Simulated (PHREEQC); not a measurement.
Consider water at 20 °C with 18 mmol/kgw NiSO4 and 3.2 mmol/kgw ZnCl2. Closed to the air; pH follows from the charge balance.

Model: ion-association model, wateq4f.dat, run in PHREEQC.

| quantity | before | after |
|---|---|---|
| pH | 6.00 | 6.21 |
| ionic strength (mol/kgw) | 0.0554 | 0.0485 |
| Ni+2 (mol/kgw) | 0.0126 | 0.0121 |
| SO4-2 (mol/kgw) | 0.0114 | 0.0121 |
| NiSO4 (mol/kgw) | 0.00531 | 0.00587 |
| Ni(SO4)2-2 (mol/kgw) | 3.48e-6 | 4.10e-6 |
| SI of Morenosite (NiSO4:7H2O) | -2.15 | -2.10 |

### Question
What was changed between the two runs?
(A) temperature from 20 to 40 °C
(B) ZnCl2 left out
(C) diluted 5-fold with water
(D) NiSO4 from 0.018 to 0.0018 mol/kgw
(E) temperature from 20 to 85 °C

### Answer
B, ZnCl2 left out

This is a speciation only: nothing precipitates in the calculation.
